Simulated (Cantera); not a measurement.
Charge: 1 mol SiCl4, 0.91 mol HCl, 670 mol H2.

Method: chemical equilibrium by Gibbs-energy minimisation in Cantera with the NASA 1993 tables (ideal gas, pure condensed phases). Candidate condensed phases: Si; 19 gas species. The tables' values for SiCl3 are old estimates. Equilibrium is a limit: real reactors are often held back by kinetics, nucleation or transport.

What condenses at these points (T in °C, P in Pa): (1125, 94000); (975, 2100); (1075, 20000); (1175, 200000); (1525, 210)?


```json
[
 {"T (°C)": "1125", "P in Pa": "94000", "condensed phases": "Si", "Si condensed (%)": "88.4"},
 {"T (°C)": "975", "P in Pa": "2100", "condensed phases": "Si", "Si condensed (%)": "91.2"},
 {"T (°C)": "1075", "P in Pa": "20000", "condensed phases": "Si", "Si condensed (%)": "89.9"},
 {"T (°C)": "1175", "P in Pa": "200000", "condensed phases": "Si", "Si condensed (%)": "87.3"},
 {"T (°C)": "1525", "P in Pa": "210", "condensed phases": "gas only", "Si condensed (%)": "0.0"}
]
```
